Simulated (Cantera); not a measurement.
Input (Python, Cantera) and output of one run.

```python
import numpy as np
import cantera as ct

gas_names = [...]  # 95 gases of nasa_gas.yaml made of C, F, H
cond_names = """
    C(gr) C6H6(L) C7H8(L) C8H18(L),n-octa
""".split()


# ... load() reads the species with a 1 bar reference pressure and builds the phases ...
atoms = {
    'CF4': {'C': 1, 'F': 4},
    'CH4': {'C': 1, 'H': 4},
    'H2': {'H': 2},
}
top_T = {'C(gr)': 4500}  # K; cautious upper limits of use, not melting points


# ... equilibrate(T, P, feed) seeds the gas with the atoms and calls Mixture.equilibrate('TP', solver="vcs", rtol=1e-11, max_steps=5000) ...
results = []
feed = {'CF4': 1, 'CH4': 0.43, 'H2': 4.1}  # mol
T = 3173  # K
P = 133.322  # Pa
mix = equilibrate(T, P, feed)
results.append((T, P, feed, dict(zip(mix.species_names, mix.species_moles))))
print(gas.report(threshold=0.001))
for i in range(1, mix.n_phases):
    print(f"{mix.phase(i).name:16s} {mix.phase_moles(i):12.5e} mol")
```

It prints:

```
       temperature   3173 K
          pressure   133.32 Pa
           density   4.2201e-05 kg/m^3
  mean mol. weight   8.3507 kg/kmol
   phase of matter   gas

                          1 kg             1 kmol
                     ---------------   ---------------
          enthalpy        2.5438e+07        2.1243e+08  J
   internal energy        2.2279e+07        1.8604e+08  J
           entropy             30866        2.5775e+05  J/K
    Gibbs function       -7.2499e+07       -6.0541e+08  J
 heat capacity c_p              2974             24835  J/K
 heat capacity c_v            1978.3             16521  J/K

                      mass frac. Y      mole frac. X     chem. pot. / RT
                     ---------------   ---------------   ---------------
                 C          0.060663          0.042176           -5.2902
                CF          0.018635         0.0050184           -33.829
                C2          0.022111         0.0076865            -10.58
                C3          0.073903          0.017127           -15.871
                 F           0.30053            0.1321           -28.539
                 H          0.072586           0.60133            -16.31
                HF           0.44711           0.18662           -44.849
                H2         0.0017079         0.0070743            -32.62
     [  +87 minor]         0.0027575        0.00086488

C(gr)             0.00000e+00 mol
```

Method: chemical equilibrium by Gibbs-energy minimisation in Cantera with the NASA 1993 tables (ideal gas, pure condensed phases).
